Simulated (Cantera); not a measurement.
Cantera run, input and output.

```python
import numpy as np
import cantera as ct

gas = ct.Solution("SiF4_NH3_mec.yaml", "gas")
gas.TPX = 2050, 2666, {'NH3': 1, 'H2': 2.4}
reactor = ct.IdealGasConstPressureReactor(gas, energy="off", clone=False)
net = ct.ReactorNet([reactor])
net.rtol, net.atol = 1e-08, 1e-18
show = ['NH3', 'H2', 'NH', 'H', 'N2']
times = np.geomspace(0.0003, 8, 14)

steps = ct.SolutionArray(gas, extra=["t"])
rows = []
print(f"{'t/s':>10s}{'T/K':>9s}{'P/Pa':>11s}" + "".join(f"{s:>11s}" for s in show))
for t in times:
    while net.time < t:
        t_next = net.step()
        steps.append(gas.state, t=t_next)
    rows.append([np.interp(t, steps.t, y) for y in (steps.T, steps.P, *steps(*show).X.T)])
    print(f"{t:10.3e}{rows[-1][0]:9.1f}{rows[-1][1]:11.4g}" + "".join(f"{x:11.3e}" for x in rows[-1][2:]))
rate = np.gradient(steps.T, steps.t)
print("integrator steps:", len(steps.t))
if steps.T.max() > steps.T[0] + 200:
    print(f"time of steepest temperature rise: {steps.t[rate.argmax()]:.4e} s")
gas.TPX = 2050, 2666, {'NH3': 1, 'H2': 2.4}
gas.equilibrate("TP")
print(f"equilibrium (TP): T = {gas.T:.1f} K  " + "  ".join(f"{s} {gas[s].X[0]:.3e}" for s in show))
```

Result:

```
       t/s      T/K       P/Pa        NH3         H2         NH          H         N2
 3.000e-04   2050.0       2666  2.941e-01  7.059e-01  7.552e-08  3.868e-05  8.097e-09
 6.570e-04   2050.0       2666  2.940e-01  7.058e-01  3.714e-07  8.443e-05  1.567e-07
 1.439e-03   2050.0       2666  2.938e-01  7.058e-01  1.760e-06  1.832e-04  2.644e-06
 3.151e-03   2050.0       2666  2.934e-01  7.057e-01  7.500e-06  3.808e-04  4.190e-05
 6.902e-03   2050.0       2666  2.919e-01  7.062e-01  1.865e-05  6.087e-04  4.577e-04
 1.512e-02   2050.0       2666  2.878e-01  7.087e-01  2.129e-05  6.584e-04  2.029e-03
 3.310e-02   2050.0       2666  2.788e-01  7.142e-01  2.111e-05  6.707e-04  5.510e-03
 7.250e-02   2050.0       2666  2.603e-01  7.255e-01  2.067e-05  6.965e-04  1.266e-02
 1.588e-01   2050.0       2666  2.249e-01  7.472e-01  1.974e-05  7.517e-04  2.637e-02
 3.477e-01   2050.0       2666  1.660e-01  7.834e-01  1.789e-05  8.683e-04  4.921e-02
 7.616e-01   2050.0       2666  8.998e-02  8.299e-01  1.456e-05  1.118e-03  7.864e-02
 1.668e+00   2050.0       2666  2.621e-02  8.685e-01  9.777e-06  1.763e-03  1.033e-01
 3.653e+00   2050.0       2666  7.508e-04  8.800e-01  3.483e-06  6.265e-03  1.130e-01
 8.000e+00   2050.0       2666  7.485e-06  8.741e-01  1.517e-07  1.299e-02  1.129e-01
integrator steps: 1358
equilibrium (TP): T = 2050.0 K  NH3 1.352e-07  H2 8.740e-01  NH 2.777e-09  H 1.308e-02  N2 1.129e-01
```

Computed with Cantera and the gas-phase N/H chemistry of the illustrative SiF4/NH3 mechanism in the Surface Chemkin manual (1991). Walls and surfaces, which speed up NH3 decomposition in real reactors, are not modelled.
